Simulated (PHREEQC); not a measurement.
Copper plating or etch bath: an equilibrium model

Consider water at 25 °C with 0.0014 mol Cu(BF4)2, 0.00053 mol H2SO4 and 0.0072 mol Na2SO4 per kg of water. Closed to the air; pH follows from the charge balance.

Equilibrium calculation in PHREEQC: ion-association model, phreeqc.dat.

Each row changes one thing in this solution. This is a speciation only: nothing precipitates in the calculation.

| case | pH | ionic strength (mol/kgw) | SO4-2 (mol/kgw) | HF (mol/kgw) | F- (mol/kgw) | BF4- (mol/kgw) |
|---|---|---|---|---|---|---|
| as made | 2.93 | 0.0250 | 0.00658 | 0.00253 | 0.00168 | 0.00151 |
| temperature from 25 to 65 °C | 3.10 | 0.0240 | 0.00620 | 0.00433 | 0.00202 | 0.000934 |
| Na2SO4 from 0.0072 to 0.00072 mol/kgw | 2.86 | 0.00771 | 0.00102 | 0.00271 | 0.00144 | 0.00154 |
| 0.0005 mol/kgw KOH added | 3.00 | 0.0253 | 0.00664 | 0.00240 | 0.00190 | 0.00147 |
| diluted 2-fold with water | (withheld) | 0.0132 | 0.00341 | 0.00187 | 0.00150 | 0.000449 |
| H2SO4 from 0.00053 to 0.000795 mol/kgw | (withheld) | 0.0254 | 0.00673 | 0.00266 | 0.00149 | 0.00153 |
| H2SO4 from 0.00053 to 5.3e-05 mol/kgw | 3.07 | 0.0243 | 0.00628 | 0.00228 | 0.00212 | 0.00144 |
| Cu(BF4)2 replaced by NH4BF4 at the same molality | 2.97 | 0.0236 | 0.00692 | 0.00194 | 0.00140 | 0.000462 |
| 0.0027 mol/kgw KCl added | 2.92 | 0.0277 | 0.00654 | 0.00253 | 0.00169 | 0.00151 |

Task: Complete the blanks.

Result: 
- diluted 2-fold with water, pH: 3.03
- H2SO4 from 0.00053 to 0.000795 mol/kgw, pH: 2.85

Species that the database lacks are ignored. Away from 25 °C the constants follow the database's enthalpies or fits; those with neither stay at their 25 °C values. Real BF4- forms and hydrolyses slowly; the run takes it at equilibrium.
